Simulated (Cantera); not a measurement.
A closed system holds: 1 mol CO, 1.8 mol CO2, equilibrated at 2223.15 K and 22.0 mbar.

Equilibrium computed with Cantera from the NASA thermochemical tables; the gas is ideal and each condensed phase is pure. Rates play no part.

```json
[
 {"species": "CO2", "before": "0.623", "after": "0.556"},
 {"species": "CO", "before": "0.369", "after": "0.408"},
 {"species": "O2", "before": "0.00645", "after": "0.0277"},
 {"species": "O", "before": "0.00169", "after": "0.00841"}
]
```
Gas species are given as mole fractions.

### Question
Name the change that produced these shifts.
A. temperature from 2223.15 K to 2898.15 K
B. temperature from 2223.15 K to 700 K
C. temperature from 2223.15 K to 2373 K
D. temperature from 2223.15 K to 975 K

### Answer
C, temperature from 2223.15 K to 2373 K
